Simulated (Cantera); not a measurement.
A closed system holds: 1 mol C2H4, 5.8 mol H2O, 0.92 mol H2, held at 110000 Pa.

Method: chemical equilibrium by Gibbs-energy minimisation in Cantera with the NASA 1993 tables (ideal gas, pure condensed phases). Candidate condensed phases: C, C6H6, C7H8, C8H18, H2O; 110 gas species. Equilibrium is a limit: real reactors are often held back by kinetics, nucleation or transport. All values below are at 2150 K.

Base state: H2 0.479, H2O 0.331, CO 0.164, CO2 0.0222, H 0.00278, OH 0.000249 (mole fractions); condensed: gas only.

Question: What changes in the equilibrium state with this change: H2O from 5.8 to 1.7 mol?

Answer: 
```csv
species,before,after
H2,0.479,0.726
CO,0.164,0.269
H,0.00278,0.00343
H2O,0.331,1.45e-5
CO2,0.0222,1.05e-6
C2H2 (acetylene),<1e-9,0.00141
CH4,1.30e-9,0.000170
OH,0.000249,8.81e-9
CH3,<1e-9,1.55e-5
"C(graphite), mol",0,0.281
```
